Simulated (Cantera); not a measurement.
Input (Python, Cantera) and output of one run.

```python
import numpy as np
import cantera as ct

gas_names = """
    CL Si SiCL2 SiC2 SiCL4 CL2
""".split()
cond_names = """
    C(gr)
""".split()


# ... load() reads the species with a 1 bar reference pressure and builds the phases ...
species = {s.name: s for s in load("nasa_gas.yaml", gas_names) + load("nasa_condensed.yaml", cond_names)}
# Each term lists the table entries of one substance; the one whose range holds T is used.
reactions = {
    '2 Cl(g) + Si(g) = SiCl2(g)':
        [(-2, ['CL']), (-1, ['Si']), (1, ['SiCL2'])],
    'SiC2(g) = 2 C + Si(g)':
        [(-1, ['SiC2']), (2, ['C(gr)']), (1, ['Si'])],
    'SiCl4(g) = SiCl2(g) + Cl2(g)':
        [(-1, ['SiCL4']), (1, ['SiCL2']), (1, ['CL2'])],
    '2 SiCl2(g) = SiCl4(g) + Si(g)':
        [(-2, ['SiCL2']), (1, ['SiCL4']), (1, ['Si'])],
}


def pick(names, T):
    return next(species[n] for n in names if species[n].thermo.min_temp <= T <= species[n].thermo.max_temp)


results = []
for label, terms in reactions.items():
    print(label)
    print("     T/K   dH/kJ  dS/(J/K)   dG/kJ   log10 K")
    for T in [2498, 2523, 2548, 2573, 2598, 2623, 2648, 2673, 2698, 2723, 2748]:
        used = [(nu, pick(names, T)) for nu, names in terms]
        dH = sum(nu * s.thermo.h(T) for nu, s in used) / 1e6
        dS = sum(nu * s.thermo.s(T) for nu, s in used) / 1e3
        dG = dH - T * dS / 1e3
        logK = -dG * 1e6 / (ct.gas_constant * T * np.log(10))
        results.append((label, T, dH, dS, dG, logK, [s.name for _, s in used]))
        print(f"{T:8g} {dH:8.1f} {dS:8.1f} {dG:8.1f} {logK:8.2f}")
```

Output:

```
2 Cl(g) + Si(g) = SiCl2(g)
     T/K   dH/kJ  dS/(J/K)   dG/kJ   log10 K
    2498   -878.8   -236.8   -287.3     6.01
    2523   -879.0   -236.9   -281.4     5.83
    2548   -879.1   -236.9   -275.4     5.65
    2573   -879.3   -237.0   -269.5     5.47
    2598   -879.5   -237.1   -263.6     5.30
    2623   -879.6   -237.1   -257.7     5.13
    2648   -879.8   -237.2   -251.7     4.97
    2673   -880.0   -237.2   -245.8     4.80
    2698   -880.1   -237.3   -239.9     4.64
    2723   -880.3   -237.4   -233.9     4.49
    2748   -880.5   -237.4   -228.0     4.33
SiC2(g) = 2 C + Si(g)
     T/K   dH/kJ  dS/(J/K)   dG/kJ   log10 K
    2498   -149.6    -48.6    -28.1     0.59
    2523   -149.4    -48.5    -26.9     0.56
    2548   -149.1    -48.4    -25.7     0.53
    2573   -148.8    -48.3    -24.5     0.50
    2598   -148.5    -48.2    -23.3     0.47
    2623   -148.3    -48.1    -22.1     0.44
    2648   -148.0    -48.0    -20.9     0.41
    2673   -147.7    -47.9    -19.7     0.38
    2698   -147.4    -47.8    -18.5     0.36
    2723   -147.2    -47.7    -17.3     0.33
    2748   -146.9    -47.6    -16.1     0.31
SiCl4(g) = SiCl2(g) + Cl2(g)
     T/K   dH/kJ  dS/(J/K)   dG/kJ   log10 K
    2498    470.8    152.3     90.2    -1.89
    2523    470.5    152.2     86.4    -1.79
    2548    470.3    152.1     82.6    -1.69
    2573    470.0    152.0     78.8    -1.60
    2598    469.8    152.0     75.0    -1.51
    2623    469.6    151.9     71.2    -1.42
    2648    469.3    151.8     67.4    -1.33
    2673    469.1    151.7     63.6    -1.24
    2698    468.8    151.6     59.9    -1.16
    2723    468.6    151.5     56.1    -1.08
    2748    468.4    151.4     52.3    -0.99
2 SiCl2(g) = SiCl4(g) + Si(g)
     T/K   dH/kJ  dS/(J/K)   dG/kJ   log10 K
    2498    152.1    -38.4    248.0    -5.18
    2523    152.4    -38.2    248.9    -5.15
    2548    152.8    -38.1    249.9    -5.12
    2573    153.1    -38.0    250.8    -5.09
    2598    153.5    -37.8    251.8    -5.06
    2623    153.8    -37.7    252.7    -5.03
    2648    154.2    -37.6    253.6    -5.00
    2673    154.5    -37.4    254.6    -4.97
    2698    154.9    -37.3    255.5    -4.95
    2723    155.2    -37.2    256.5    -4.92
    2748    155.6    -37.0    257.4    -4.89
```

Cantera with NASA thermochemical tables; ideal gases at 1 bar, condensed phases pure. Condensed species are held in their standard states even where they would react or evaporate.
